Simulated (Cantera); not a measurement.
**Thermodynamics of chlorosilane synthesis and conversion, feed Si + Cl2 + H2 + HCl**

Charge: 1 mol Si, 0.88 mol Cl2, 7.5 mol H2, 3.4 mol HCl, held at 1.10 bar.

Equilibrium computed with Cantera from the NASA thermochemical tables; the gas is ideal and each condensed phase is pure. Candidate condensed phases: Si; 19 gas species. The tables' values for SiCl3 are old estimates; treat these amounts as uncertain. Rates play no part.

From 775 K to 1675 K nothing is condensed. The main Si-bearing gas is SiCl4 at 775 K and SiCl2 at 1675 K.

```tsv
T (K)	x H2	x HCl	x SiCl4	x SiCl2	x SiCl3	x SiHCl3	x SiH2Cl2
775	0.799	0.108	0.0923	5.78e-11	1.94e-7	0.000442	1.63e-7
850	0.799	0.109	0.0916	3.52e-9	2.13e-6	0.00112	1.20e-6
925	0.797	0.110	0.0904	1.06e-7	1.56e-5	0.00238	6.15e-6
1000	0.795	0.112	0.0882	1.85e-6	8.20e-5	0.00441	2.38e-5
1075	0.792	0.115	0.0851	2.04e-5	0.000331	0.00726	7.24e-5
1150	0.787	0.120	0.0806	0.000155	0.00107	0.0107	0.000179
1225	0.781	0.127	0.0743	0.000844	0.00282	0.0143	0.000365
1300	0.770	0.138	0.0655	0.00332	0.00605	0.0167	0.000602
1375	0.755	0.154	0.0538	0.00941	0.0105	0.0169	0.000782
1450	0.734	0.175	0.0403	0.0198	0.0148	0.0145	0.000813
1525	0.712	0.199	0.0270	0.0329	0.0173	0.0109	0.000714
1600	0.692	0.220	0.0162	0.0461	0.0174	0.00738	0.000561
1675	0.677	0.236	0.00893	0.0571	0.0157	0.00463	0.000414
```
x: gas mole fraction; nothing condenses.
